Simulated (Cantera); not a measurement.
Input: 1 mol Al(CH3)3, 0.81 mol N2, equilibrated at 2073.15 K and 180 Torr.

Equilibrium computed with Cantera from the NASA thermochemical tables; the gas is ideal and each condensed phase is pure. The feed counts by its element totals alone. Equilibrium is a limit: real reactors are often held back by kinetics, nucleation or transport.

```csv
species,before,after
H2,0.923,0.930
N2,0.0630,0.0629
HCN,0.00469,0.00320
H,0.00516,0.00266
Al,0.00265,0.000414
AlH,0.000299,5.81e-5
C2H2 (acetylene),0.00113,0.000596
HNC,0.000303,0.000173
CH4,7.19e-5,9.47e-5
"AlN(s), mol",0.986,0.998
"C(graphite), mol",2.96,2.98
```
Gas species are given as mole fractions.

Q: Name the change that produced these shifts.
(A) temperature from 2073.15 K to 1973 K
(B) pressure from 180 Torr to 1.00 Torr
(C) temperature from 2073.15 K to 1698 K
(D) temperature from 2073.15 K to 1673 K

A: A, temperature from 2073.15 K to 1973 K
